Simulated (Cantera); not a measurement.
A closed system holds: 1 mol B2O3, 14 mol NH3, 32 mol N2, equilibrated at 52.0 mbar.

Cantera equilibrium calculation (NASA polynomials, part measured and part estimated; ideal gas, pure solids and liquids). Candidate condensed phases: B, BN, B2O3, B3O3H3, H2O; 39 gas species. Mutual solubility and eutectic melting of coexisting phases are not modelled. Rates play no part.

Q: Which condensed phases are stable at each of these points (T (°C)): 1225, 1275, 1325, 1375, 1425, 1475, 1525, 1575, 1625, 1675, 1725?

A: 
| T (°C) | condensed phases | B condensed (%) |
|---|---|---|
| 1225 | BN(s) + B2O3(l) | 86.3 |
| 1275 | BN(s) + B2O3(l) | 75.0 |
| 1325 | BN(s) + B2O3(l) | 53.6 |
| 1375 | BN(s) + B2O3(l) | 12.1 |
| 1425 | BN(s) | 0.5 |
| 1475 | gas only | 0.0 |
| 1525 | gas only | 0.0 |
| 1575 | gas only | 0.0 |
| 1625 | gas only | 0.0 |
| 1675 | gas only | 0.0 |
| 1725 | gas only | 0.0 |

From 1225 °C to 1375 °C the condensed part is BN(s) + B2O3(l). At 1425 °C the condensed part is BN(s). From 1475 °C to 1725 °C nothing is condensed.
